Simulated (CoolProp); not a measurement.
Vapour pressure (MPa) of octamethyltrisiloxane (MDM): the reference equation beside estimates from Tc = 292.2 °C, pc = 1.438 MPa, ω = 0.528.

Values from CoolProp's reference Helmholtz-energy equation of state, Thol 2017.

```tsv
T (°C)	reference	van der Waals	Soave-Redlich-Kwong	Peng-Robinson
167.35	[?]	0.4872	0.1465	0.1458
172.05	[?]	0.5121	0.1640	0.1630
176.65	0.1829	0.5372	0.1825	0.1813
181.35	0.2034	0.5636	0.2032	0.2016
185.95	0.2250	0.5903	0.2251	0.2231
190.55	0.2484	0.6178	0.2488	0.2464
195.25	0.2741	0.6467	0.2749	0.2722
199.85	[?]	0.6757	0.3024	0.2993
204.55	0.3310	0.7063	0.3327	0.3291
209.15	0.3622	0.7370	0.3645	0.3605
```

Problem. What belongs in the gaps?

Solution. 
- 167.35, reference: 0.1471
- 172.05, reference: 0.1645
- 199.85, reference: 0.3012

Absolute difference from the reference over all 10 rows, mean and median: van der Waals 160.2 and 155.5 %, Soave-Redlich-Kwong 0.3 and 0.3 %, Peng-Robinson 0.8 and 0.8 %.
